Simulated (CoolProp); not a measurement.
R407C at 428.42 K and 2.97 MPa flows at 0.72 m/s in a round tube of 2 mm bore and 45 µm roughness, fully developed (64/Re and Nu = 3.66 if laminar; Colebrook and Gnielinski if turbulent). Each further row changes one setting.

Values from CoolProp's reference Helmholtz-energy equation of state, Lemmon 2003. It is a pseudo-pure fit of the blend.

```csv
case,Reynolds number,Darcy friction factor,pressure drop (Pa/m),heat-transfer coefficient (W/(m² K)),mass flow (kg/h)
as stated,6240,0.0562,601,453,0.672
velocity 1.44 m/s,12500,0.0537,2300,945,1.34
diameter 4 mm,12500,0.0435,233,379,2.69
```

Viscosity comes from a separate model (Geller 2000). Thermal conductivity comes from a separate model (Geller 2001).
